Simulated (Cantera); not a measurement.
Feed: 1 mol SiC, a varied amount of CO2, 1 mol H2, at 1123 K and 450000 Pa.

Equilibrium computed with Cantera from the NASA thermochemical tables; the gas is ideal and each condensed phase is pure. Candidate condensed phases: C, C6H6, C7H8, C8H18, H2O, Si, SiC, SiO2; 123 gas species. Mutual solubility and eutectic melting of coexisting phases are not modelled. The numbers say what is thermodynamically allowed, not how fast it happens.

Problem. Which condensed phases are stable at each of these points (n(CO2) (mol)): 0.013, 0.021, 0.034, 0.055, 0.089, 0.14, 0.23, 0.37, 0.59, 0.94, 1.5, 2.4, 3.9?

Solution. 
```csv
n(CO2) (mol),condensed phases,Si condensed (%)
0.013,SiC(s) + SiO2(β-quartz),100.0
0.021,SiC(s) + SiO2(β-quartz),100.0
0.034,SiC(s) + SiO2(β-quartz),100.0
0.055,C(graphite) + SiC(s) + SiO2(β-quartz),100.0
0.089,C(graphite) + SiC(s) + SiO2(β-quartz),100.0
0.14,C(graphite) + SiC(s) + SiO2(β-quartz),100.0
0.23,C(graphite) + SiC(s) + SiO2(β-quartz),100.0
0.37,C(graphite) + SiC(s) + SiO2(β-quartz),100.0
0.59,C(graphite) + SiC(s) + SiO2(β-quartz),100.0
0.94,C(graphite) + SiC(s) + SiO2(β-quartz),100.0
1.5,C(graphite) + SiO2(β-quartz),100.0
2.4,C(graphite) + SiO2(β-quartz),100.0
3.9,C(graphite) + SiO2(β-quartz),100.0
```

From 0.013 mol CO2 to 0.034 mol CO2 the condensed part is SiC(s) + SiO2(β-quartz). From 0.055 mol CO2 to 0.94 mol CO2 the condensed part is C(graphite) + SiC(s) + SiO2(β-quartz). From 1.5 mol CO2 to 3.9 mol CO2 the condensed part is C(graphite) + SiO2(β-quartz).
